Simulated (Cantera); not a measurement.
An adiabatic, constant-pressure homogeneous reactor starts with CH3OH : O2 : N2 : CO2 = 1 : 2.63 : 9.89 : 1.6 (molar parts), equivalence ratio 0.57, at 1300 K and 21.0 bar.

Cantera simulation using GRI-Mech 3.0 (53 species, 325 reactions); the numbers are that mechanism's predictions, not measurements. GRI-Mech 3.0 was tuned for natural gas; its chemistry of methanol as a main component is partial and can be far from experiment. The pressure lies above the range GRI-Mech 3.0 was tuned for (to about 10 atm).

Q: Predict: time of steepest temperature rise; temperature at 0.200 s; equilibrium temperature; x(O2) at 0.200 s; x(CO2) at 0.200 s; x(O) at 0.200 s; x(OH) at 0.200 s.

A: 
- time of steepest temperature rise: 0.226 ms
- temperature at 0.200 s: 2299 K
- equilibrium temperature: 2299 K
- x(O2) at 0.200 s: 0.0682 (gas-phase equilibrium 0.0682)
- x(CO2) at 0.200 s: 0.165 (gas-phase equilibrium 0.165)
- x(O) at 0.200 s: 0.000284 (gas-phase equilibrium 0.000284)
- x(OH) at 0.200 s: 0.00290 (gas-phase equilibrium 0.00290)
